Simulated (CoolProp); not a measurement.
Vapour-liquid equilibrium of dimethyl carbonate (1) + n-nonane (2) at 174 kPa; x and y are mole fractions of (1).

The numbers come from the multi-fluid Helmholtz-energy mixture model, Zhou 2011 and Lemmon 2006; pair parameters Bell 2016 in CoolProp.

```json
[
 {"x": "0.05", "bubble temperature (°C)": "157.8", "y at the bubble point": "0.319", "dew temperature at overall composition x (°C)": "170.4", "liquid density (mol/L)": "4.817"},
 {"x": "0.15", "bubble temperature (°C)": "137.4", "y at the bubble point": "0.636", "dew temperature at overall composition x (°C)": "166.0", "liquid density (mol/L)": "5.241"},
 {"x": "0.25", "bubble temperature (°C)": "125.9", "y at the bubble point": "0.762", "dew temperature at overall composition x (°C)": "161.3", "liquid density (mol/L)": "5.643"},
 {"x": "0.35", "bubble temperature (°C)": "119.5", "y at the bubble point": "0.820", "dew temperature at overall composition x (°C)": "156.1", "liquid density (mol/L)": "6.052"},
 {"x": "0.45", "bubble temperature (°C)": "115.9", "y at the bubble point": "0.851", "dew temperature at overall composition x (°C)": "150.4", "liquid density (mol/L)": "6.492"},
 {"x": "0.55", "bubble temperature (°C)": "113.7", "y at the bubble point": "0.870", "dew temperature at overall composition x (°C)": "143.9", "liquid density (mol/L)": "6.985"},
 {"x": "0.65", "bubble temperature (°C)": "112.2", "y at the bubble point": "0.885", "dew temperature at overall composition x (°C)": "136.3", "liquid density (mol/L)": "7.551"},
 {"x": "0.75", "bubble temperature (°C)": "111.0", "y at the bubble point": "0.902", "dew temperature at overall composition x (°C)": "127.1", "liquid density (mol/L)": "8.217"},
 {"x": "0.85", "bubble temperature (°C)": "109.7", "y at the bubble point": "0.926", "dew temperature at overall composition x (°C)": "115.9", "liquid density (mol/L)": "9.011"},
 {"x": "0.95", "bubble temperature (°C)": "108.5", "y at the bubble point": "0.967", "dew temperature at overall composition x (°C)": "108.9", "liquid density (mol/L)": "9.970"}
]
```

No azeotrope shows between x = 0.05 and 0.95.

The pair parameters rest on a limited set of measurements; away from them the model extrapolates.
